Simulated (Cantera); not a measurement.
Input: 1 mol Al, 0.3 mol Cl₂, a varied amount of HCl, equilibrated at 9.60 mbar.

Cantera equilibrium calculation (NASA polynomials, part measured and part estimated; ideal gas, pure solids and liquids). Candidate condensed phases: Al, AlCl₃; 12 gas species. The tables' values for AlCl₂ are old estimates. Rates play no part.

Task: What condenses at these points (T in K, n(HCl) in mol): (773, 5.2); (1073, 1.9); (1123, 6.4); (923, 1.9); (923, 9.6)?

Result: 
| T (K) | n(HCl) in mol | condensed phases | Al condensed (%) |
|---|---|---|---|
| 773 | 5.2 | gas only | 0.0 |
| 1073 | 1.9 | gas only | 0.0 |
| 1123 | 6.4 | gas only | 0.0 |
| 923 | 1.9 | Al | 13.3 |
| 923 | 9.6 | gas only | 0.0 |
